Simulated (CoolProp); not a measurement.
20 sccm (0 °C, 1 atm) of nitrogen bubbles through liquid toluene at 323.5 K and leaves saturated at a total pressure of 0.15 MPa (ideal gas phase). Each further row changes one setting.

Values from CoolProp's reference Helmholtz-energy equation of state, Lemmon 2006. It is a short technical equation, of lower accuracy than the large ones.

```
case                      vapour pressure (kPa)  mole fraction of vapour  delivery (mg/min)  delivery (sccm)  change of delivery for a bath 1 K warmer (%)
------------------------  ---------------------  -----------------------  -----------------  ---------------  --------------------------------------------
as stated                                  12.5                   0.0832               7.46             1.81                                           4.7
bath temperature 328.5 K                   15.4                    0.102               9.39             2.28                                           4.7
total pressure 0.3 MPa                     12.5                   0.0416               3.57            0.868                                           4.5
```
